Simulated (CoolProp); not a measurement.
Vapour-liquid equilibrium of R134a (1) + R141b (2) at 17.95 °C; x and y are mole fractions of (1).

The numbers come from the multi-fluid Helmholtz-energy mixture model, Tillner-Roth 1994 and Lemmon 2006; pair parameters Bell 2016 in CoolProp.

```csv
x,bubble pressure (MPa),y at the bubble point,dew pressure at overall composition x (MPa),liquid density (mol/L)
0.05,0.09717,0.403,0.06304,10.74
0.2,0.1980,0.739,0.07413,10.94
0.35,0.2805,0.839,0.08989,11.14
0.5,0.3469,0.889,0.1140,11.34
0.65,0.4031,0.923,0.1555,11.55
0.8,0.4564,0.952,0.2417,11.76
0.95,0.5146,0.986,0.4522,12.00
```

No azeotrope shows between x = 0.05 and 0.95.

Pair parameters are fitted to limited data, so mixtures are less certain than the pure fluids.
